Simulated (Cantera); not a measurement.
A Cantera script and its output.

```python
import numpy as np
import cantera as ct

gas = ct.Solution("gri30.yaml")
gas.TPX = 1225, 14000, {'CH4': 1, 'H2O': 1.3}
reactor = ct.IdealGasConstPressureReactor(gas, energy="off", clone=False)
net = ct.ReactorNet([reactor])
net.rtol, net.atol = 1e-08, 1e-18
show = ['CH4', 'H2O', 'C2H4', 'C2H2', 'CO2', 'CH2']
times = np.geomspace(1e-06, 200, 10)

steps = ct.SolutionArray(gas, extra=["t"])
rows = []
print(f"{'t/s':>10s}{'T/K':>9s}{'P/Pa':>11s}" + "".join(f"{s:>11s}" for s in show))
for t in times:
    while net.time < t:
        t_next = net.step()
        steps.append(gas.state, t=t_next)
    rows.append([np.interp(t, steps.t, y) for y in (steps.T, steps.P, *steps(*show).X.T)])
    print(f"{t:10.3e}{rows[-1][0]:9.1f}{rows[-1][1]:11.4g}" + "".join(f"{x:11.3e}" for x in rows[-1][2:]))
rate = np.gradient(steps.T, steps.t)
print("integrator steps:", len(steps.t))
if steps.T.max() > steps.T[0] + 200:
    print(f"time of steepest temperature rise: {steps.t[rate.argmax()]:.4e} s")
gas.TPX = 1225, 14000, {'CH4': 1, 'H2O': 1.3}
gas.equilibrate("TP")
print(f"equilibrium (TP): T = {gas.T:.1f} K  " + "  ".join(f"{s} {gas[s].X[0]:.3e}" for s in show))
```

Output:

```
       t/s      T/K       P/Pa        CH4        H2O       C2H4       C2H2        CO2        CH2
 1.000e-06   1225.0    1.4e+04  4.348e-01  5.652e-01  4.502e-23  2.874e-31  1.271e-45  4.989e-22
 8.363e-06   1225.0    1.4e+04  4.348e-01  5.652e-01  8.625e-20  3.065e-27  6.149e-40  1.528e-19
 6.993e-05   1225.0    1.4e+04  4.348e-01  5.652e-01  3.209e-16  1.078e-22  5.380e-35  7.441e-18
 5.848e-04   1225.0    1.4e+04  4.348e-01  5.652e-01  3.139e-13  1.016e-18  1.991e-29  4.429e-16
 4.890e-03   1225.0    1.4e+04  4.348e-01  5.652e-01  1.910e-10  6.120e-15  2.479e-23  2.938e-14
 4.090e-02   1225.0    1.4e+04  4.348e-01  5.652e-01  5.761e-08  3.225e-11  1.882e-17  6.872e-13
 3.420e-01   1225.0    1.4e+04  4.347e-01  5.652e-01  1.714e-06  1.244e-08  1.000e-13  1.160e-12
 2.860e+00   1225.0    1.4e+04  4.343e-01  5.652e-01  7.376e-05  5.538e-06  2.298e-10  3.402e-12
 2.392e+01   1225.0    1.4e+04  4.293e-01  5.635e-01  8.474e-04  1.047e-03  1.518e-07  5.461e-12
 2.000e+02   1225.0    1.4e+04  3.897e-01  5.475e-01  1.511e-03  1.407e-02  4.928e-05  1.258e-11
integrator steps: 885
equilibrium (TP): T = 1225.0 K  CH4 6.748e-06  H2O 5.759e-02  C2H4 5.112e-12  C2H2 6.272e-12  CO2 1.218e-02  CH2 6.803e-17
```

Model: GRI-Mech 3.0 (53 species, 325 reactions), integrated in Cantera.
